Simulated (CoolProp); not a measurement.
Nitrous oxide along the isobar 63.2 bar: Z from the reference equation and from simpler models built on Tc = 309.5 K, pc = 72.45 bar, ω = 0.161; each cubic takes its own stable root.

Values from CoolProp's reference Helmholtz-energy equation of state, Lemmon 2006. It is a short technical equation, of lower accuracy than the large ones.

```json
[
 {"T (K)": "201.4", "phase": "liquid", "reference": "0.1396", "Redlich-Kwong": "0.1522", "Soave-Redlich-Kwong": "0.1497"},
 {"T (K)": "207.3", "phase": "liquid", "reference": "0.1376", "Redlich-Kwong": "0.1503", "Soave-Redlich-Kwong": "0.1477"},
 {"T (K)": "213.2", "phase": "liquid", "reference": "0.1359", "Redlich-Kwong": "0.1487", "Soave-Redlich-Kwong": "0.1459"},
 {"T (K)": "219.1", "phase": "liquid", "reference": "0.1344", "Redlich-Kwong": "0.1474", "Soave-Redlich-Kwong": "0.1445"},
 {"T (K)": "225", "phase": "liquid", "reference": "0.1331", "Redlich-Kwong": "0.1464", "Soave-Redlich-Kwong": "0.1433"},
 {"T (K)": "230.9", "phase": "liquid", "reference": "0.1320", "Redlich-Kwong": "0.1456", "Soave-Redlich-Kwong": "0.1424"},
 {"T (K)": "236.8", "phase": "liquid", "reference": "0.1312", "Redlich-Kwong": "0.1451", "Soave-Redlich-Kwong": "0.1418"},
 {"T (K)": "242.7", "phase": "liquid", "reference": "0.1305", "Redlich-Kwong": "0.1450", "Soave-Redlich-Kwong": "0.1416"},
 {"T (K)": "248.6", "phase": "liquid", "reference": "0.1301", "Redlich-Kwong": "0.1452", "Soave-Redlich-Kwong": "0.1417"},
 {"T (K)": "254.5", "phase": "liquid", "reference": "0.1300", "Redlich-Kwong": "0.1459", "Soave-Redlich-Kwong": "0.1422"},
 {"T (K)": "260.4", "phase": "liquid", "reference": "0.1301", "Redlich-Kwong": "0.1470", "Soave-Redlich-Kwong": "0.1431"},
 {"T (K)": "266.3", "phase": "liquid", "reference": "0.1306", "Redlich-Kwong": "0.1486", "Soave-Redlich-Kwong": "0.1447"}
]
```
